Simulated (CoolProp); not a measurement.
Hexamethyldisiloxane (MM) along the isobar 9.54 MPa: fugacity coefficient from the reference equation and from simpler models built on Tc = 518.7 K, pc = 1.931 MPa, ω = 0.418; each cubic takes its own stable root.

Computed with CoolProp (reference Helmholtz-energy equation of state, Thol 2016).

```csv
T (K),phase,reference,Redlich-Kwong,Soave-Redlich-Kwong
456.2,liquid,0.1092,0.1475,0.1179
462.4,liquid,0.1196,0.1576,0.1294
468.5,liquid,0.1304,0.1677,0.1413
474.7,liquid,0.1419,0.1783,0.1540
480.8,liquid,0.1537,0.1889,0.1671
487,liquid,0.1661,0.1999,0.1809
493.1,liquid,0.1788,0.2109,0.1949
499.3,liquid,0.1921,0.2222,0.2097
505.4,liquid,0.2056,0.2335,0.2247
511.6,liquid,0.2196,0.2452,0.2403
517.7,liquid,0.2338,0.2568,0.2561
523.9,supercritical,0.2485,0.2686,0.2724
530,supercritical,0.2633,0.2804,0.2889
536.2,supercritical,0.2786,0.2925,0.3058
```
